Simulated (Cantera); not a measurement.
Feed: 1 mol CCl4, 0.023 mol CH4, 1 mol H2, at 2450 °C and 10.0 mbar.

Method: chemical equilibrium by Gibbs-energy minimisation in Cantera with the NASA 1993 tables (ideal gas, pure condensed phases). Rates play no part.

| species | before | after |
|---|---|---|
| Cl | 0.591 | 0.614 |
| H | 0.115 | 0.305 |
| C3 | 0.00119 | 0.0446 |
| HCl | 0.256 | 0.0127 |
| C | 0.000277 | 0.0135 |
| H2 | 0.0347 | 0.00437 |
| Cl2 | 0.000109 | 2.11e-6 |
| C2 | 0.000115 | 0.00489 |
| C4 | 1.69e-6 | 5.56e-5 |
| C5 | 8.65e-6 | 0.000249 |
| C2HCl | 0.000105 | 3.98e-6 |
| C2H2 (acetylene) | 0.000888 | 8.61e-5 |
| C(graphite), mol | 0.991 | 0 |
Gas species are given as mole fractions.

Task: Which change was made?
A) CH4 from 0.023 to 1.6 mol
B) temperature from 2450 °C to 2725 °C
C) pressure from 10.0 mbar to 18.0 Pa
D) temperature from 2450 °C to 927 °C

Result: C, pressure from 10.0 mbar to 18.0 Pa
